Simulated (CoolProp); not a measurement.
Vapour-liquid equilibrium of hydrogen sulfide (1) + toluene (2) at 324.9 K; x and y are mole fractions of (1).

The numbers come from the multi-fluid Helmholtz-energy mixture model, Lemmon 2006 and Lemmon 2006; pair parameters Bell 2016 in CoolProp.

| x | bubble pressure (kPa) | y at the bubble point | dew pressure at overall composition x (kPa) | liquid density (mol/L) |
|---|---|---|---|---|
| 0.05 | 182.4 | 0.927 | 13.93 | 9.405 |
| 0.15 | 474.8 | 0.972 | 15.58 | 10.10 |
| 0.25 | 744.9 | 0.983 | 17.67 | 10.89 |
| 0.35 | 1022 | 0.988 | 20.39 | 11.78 |
| 0.45 | 1326 | 0.991 | 24.10 | 12.79 |
| 0.55 | 1666 | 0.993 | 29.46 | 13.93 |
| 0.65 | 2047 | 0.995 | 37.89 | 15.24 |
| 0.75 | 2471 | 0.997 | 53.06 | 16.70 |
| 0.85 | 2930 | 0.998 | 88.51 | 18.32 |
| 0.95 | 3420 | 0.999 | 265.8 | 19.93 |

No azeotrope shows between x = 0.05 and 0.95.

The pair parameters rest on a limited set of measurements; away from them the model extrapolates.
